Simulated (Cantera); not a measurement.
Input: 1 mol Al(CH3)3, 2.8 mol N2, 2.9 mol N2O, at 0.920 bar.

These are equilibrium values from Cantera (NASA tables, ideal gas, pure condensed phases), not measurements of a reactor. Candidate condensed phases: Al, AlN, Al2O3, C, C6H6, C7H8, C8H18, H2O; 148 gas species. The feed counts by its element totals alone. Kinetics and transport are ignored.

At 1425 K, list the 7 most abundant gas species with their mole fractions, and the condensed phases.

N2 0.492, H2 0.387, CO 0.121, CH4 0.000519, HCN 0.000264, H2O 0.000130, CO2 1.79e-5. Condensed: Al2O3(s) + C(graphite).
